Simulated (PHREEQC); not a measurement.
1 kg of water holding 0.012 mol KHCO3, 0.018 mol K2SO4, 0.021 mol K2CO3 and 0.5 mol KCl is evaporated at 25 °C; the solids stay in contact with the brine. No CO2 enters from the air. Solids allowed: Arcanite, Kalicinite, Misenite, Sylvite. Others were left out.

Base run: PHREEQC, Pitzer model, pitzer.dat. Each further column changes one thing. The table gives water activity.

```tsv
H2O removed (mol)	base	temperature from 25 to 5 °C
0	0.982	0.982
18.01	0.974	0.974
30.18	0.961	0.962
38.4	0.942	0.944
43.95	0.914	0.917
47.7	0.871	0.877
50.23	0.836	0.871
51.94	0.833	0.869
53.1	0.829	0.864
53.88	0.822	0.857
54.41	0.810	0.846
54.76	0.791	0.827
55.01	0.757	0.796
55.17	0.706	0.744
```

 Away from 25 °C the constants follow the database's enthalpies or fits; those with neither stay at their 25 °C values.
